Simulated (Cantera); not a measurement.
# Si + N2O + N2 (thermal oxidation and active oxidation of silicon)

A closed system holds: 1 mol Si, a varied amount of N2O, 1.7 mol N2, equilibrated at 1200 K and 1.20 bar.

These are equilibrium values from Cantera (NASA tables, ideal gas, pure condensed phases), not measurements of a reactor. Candidate condensed phases: Si, SiO2, Si2N2O, Si3N4; 16 gas species. Mutual solubility and eutectic melting of coexisting phases are not modelled. The tables hold silica as quartz up to 1696 K and as liquid above; real silica turns to tridymite and cristobalite and melts near 1996 K. Equilibrium is a limit: real reactors are often held back by kinetics, nucleation or transport.

| n(N2O) (mol) | x N2 | n Si2N2O(s) | n Si3N4(s) | n SiO2(β-quartz) |
|---|---|---|---|---|
| 0.31 | 1.00 | 0.310 | 0.127 | 0 |
| 0.56 | 1.00 | 0.480 | 0 | 0.0400 |
| 0.82 | 1.00 | 0.393 | 0 | 0.213 |
| 1.1 | 1.00 | 0.300 | 0 | 0.400 |
| 1.3 | 1.00 | 0.233 | 0 | 0.533 |
| 1.6 | 1.00 | 0.133 | 0 | 0.733 |
| 1.8 | 1.00 | 0.0667 | 0 | 0.867 |
x: gas mole fraction; n: condensed amount in mol.

At 0.31 mol N2O the condensed part is Si2N2O(s) + Si3N4(s). From 0.56 mol N2O to 1.8 mol N2O the condensed part is SiO2(β-quartz) + Si2N2O(s).
